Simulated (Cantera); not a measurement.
Mixture: CH4 : CO : O2 : N2 : H2O = 1 : 0.24 : 0.964 : 3.62 : 0.57 (molar parts), at 760 Torr, adiabatic and at constant pressure. Ignition delay is the time to a rise of 400 K.

Model: GRI-Mech 3.0 (53 species, 325 reactions), integrated in Cantera.

**Question.** What does this change do: CH4 1 to 0.73 parts?

**Answer.** 
```json
[
 {"quantity": "delay at 1050 K", "before": "1.34 s", "after": "1.14 s"},
 {"quantity": "delay at 1250 K", "before": "56.2 ms", "after": "47.2 ms"},
 {"quantity": "delay at 1450 K", "before": "4.00 ms", "after": "3.39 ms"},
 {"quantity": "delay at 1650 K", "before": "0.470 ms", "after": "0.413 ms"},
 {"quantity": "delay at 1850 K", "before": "0.100 ms", "after": "91.0 µs"},
 {"quantity": "apparent activation energy between 1650 and 1850 K", "before": "200 kJ/mol", "after": "190 kJ/mol"}
]
```
